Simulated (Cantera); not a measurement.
Gas mixture: 35.2 % CO2, 35.2 % H2, 29.6 % NH3, at 1000000 Pa, frozen composition.

Cantera's kinetic-theory transport with the Lennard-Jones parameters of GRI-Mech 3.0, ideal gas; thermal conductivity in the mixture-averaged form. Polar gases are described roughly by these parameters. The composition is frozen, though it would react at the higher temperatures.

One state of this run: ρ (kg/m³) = 2.84; cp (J/kg/K) = 2125; μ (µPa s) = 35.5; λ (mW/m/K) = 158; Pr = 0.478; D (cm²/s) H2 = 0.484; D (cm²/s) CO2 = 0.211; D (cm²/s) CH4 = 0.189. D: mixture-averaged diffusion coefficient of that species in the mixture.

Which value of T (K) does it belong to?
(A) 900
(B) 650
(C) 1650
(D) 1900

A, 900
